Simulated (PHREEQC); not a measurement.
Solution (80 °C): 0.0011 mol/kgw HCl, 4.9e-05 mol/kgw LiCl and 0.002 mol/kgw MgSO4. Closed to the air; pH follows from the charge balance.

Equilibrium calculation in PHREEQC: ion-association model, wateq4f.dat.

This is a speciation only: nothing precipitates in the calculation.

Order these S species by the share of S that they hold, largest first: MgSO4, SO4-2, HSO4-.

SO4-2 (57 %), MgSO4 (30 %), HSO4- (13 %)

The pH is 3.11 and the ionic strength 0.00623 mol/kgw. At this temperature some constants are extrapolated from 25 °C, and those without enthalpy data are left unchanged.
